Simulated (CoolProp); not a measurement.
Model: reference Helmholtz-energy equation of state, Zhou 2011, in CoolProp.

Give the vapour pressure (kPa), vapour density (kg/m³), surface tension (mN/m) of saturated dimethyl carbonate at 365.9, 381.1, 419.1 K.


```
T (K)  p (kPa)  vapour density (kg/m³)  surface tension (mN/m)
-----  -------  ----------------------  ----------------------
365.9      110                    3.37                    18.6
381.1      173                    5.15                    16.6
419.1      456                    12.9                    11.8
```

Surface tension comes from a separate correlation (Mulero 2014).
